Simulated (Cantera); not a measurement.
A closed system holds: 1 mol c-C₄F₈, 0.19 mol F₂, at 62000 Pa.

Equilibrium computed with Cantera from the NASA thermochemical tables; the gas is ideal and each condensed phase is pure. Candidate condensed phases: C; 13 gas species. The feed counts by its element totals alone. Gases not in the tables: C₂F₆ and larger saturated fluorocarbons. Rates play no part.

Question: What share of the C ends up in condensed phases as a function of T (K), at 1523, 1673, 1823, 1973, 2123, 2273, 2423, 2573, 2723?

Answer: 
```tsv
T (K)	C condensed (%)	as
1523	47.6	C(graphite)
1673	47.6	C(graphite)
1823	47.5	C(graphite)
1973	47.3	C(graphite)
2123	46.6	C(graphite)
2273	44.9	C(graphite)
2423	41.3	C(graphite)
2573	34.7	C(graphite)
2723	25.9	C(graphite)
```
